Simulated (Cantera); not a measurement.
An isothermal, constant-pressure homogeneous reactor starts with 10.9 % H2, 78.1 % O2, 10.9 % N2, equivalence ratio 0.070, at 1225 K and 1800 Pa.

Model: GRI-Mech 3.0 (53 species, 325 reactions), integrated in Cantera. Radical loss at walls, strong at low pressure, is not modelled. The temperature is held fixed by assumption; the heat of reaction is taken as removed at once.

x: mole fraction; the columns are a selection and need not sum to one.

```json
[
 {"t (s)": "1.00e-5", "x H2": "0.109", "x O2": "0.781", "x N2O": "<1e-12", "x H": "1.50e-9", "x HO2": "[?]"},
 {"t (s)": "3.53e-5", "x H2": "0.109", "x O2": "0.781", "x N2O": "<1e-12", "x H": "4.86e-9", "x HO2": "[?]"},
 {"t (s)": "0.000125", "x H2": "0.109", "x O2": "0.781", "x N2O": "<1e-12", "x H": "2.91e-8", "x HO2": "[?]"},
 {"t (s)": "0.000440", "x H2": "0.109", "x O2": "0.781", "x N2O": "<1e-12", "x H": "3.95e-6", "x HO2": "[?]"},
 {"t (s)": "0.00155", "x H2": "0.00553", "x O2": "0.712", "x N2O": "4.17e-10", "x H": "0.0305", "x HO2": "7.04e-6"},
 {"t (s)": "0.00548", "x H2": "0.00284", "x O2": "0.725", "x N2O": "1.55e-9", "x H": "0.0182", "x HO2": "6.93e-6"},
 {"t (s)": "0.0193", "x H2": "0.00114", "x O2": "0.753", "x N2O": "2.30e-9", "x H": "0.00416", "x HO2": "[?]"},
 {"t (s)": "0.0682", "x H2": "0.000147", "x O2": "0.766", "x N2O": "3.65e-9", "x H": "0.000185", "x HO2": "[?]"},
 {"t (s)": "0.241", "x H2": "1.34e-5", "x O2": "0.768", "x N2O": "4.55e-9", "x H": "5.15e-6", "x HO2": "[?]"},
 {"t (s)": "0.850", "x H2": "1.70e-6", "x O2": "0.769", "x N2O": "4.91e-9", "x H": "2.40e-7", "x HO2": "[?]"},
 {"t (s)": "3.00", "x H2": "3.07e-7", "x O2": "0.769", "x N2O": "4.96e-9", "x H": "1.87e-8", "x HO2": "[?]"}
]
```

Some entries are withheld; supply them.


- 1.00e-5, x HO2: 1.68e-9
- 3.53e-5, x HO2: 5.95e-9
- 0.000125, x HO2: 2.11e-8
- 0.000440, x HO2: 9.53e-8
- 0.0193, x HO2: 6.00e-6
- 0.0682, x HO2: 2.57e-6
- 0.241, x HO2: 4.81e-7
- 0.850, x HO2: 8.26e-8
- 3.00, x HO2: 2.10e-8
